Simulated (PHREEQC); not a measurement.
## Copper plating or etch bath

Solution (20 °C): 0.017 mol/kgw CuSO4 and 7.6e-05 mol/kgw FeCl3. Closed to the air; pH follows from the charge balance.

Model: ion-association model, phreeqc.dat, run in PHREEQC.

No solid was allowed to form.

Task: What pH, ionic strength does the model give?

Result: pH 4.18; ionic strength 0.0449 mol/kgw.

Task: In which forms is S present?

Result: SO4-2 66 %, CuSO4 34 % of the S.

The solution is supersaturated, for example in Fe(OH)3(a), Hematite (slow to form), so a real one may precipitate; this is no full list.
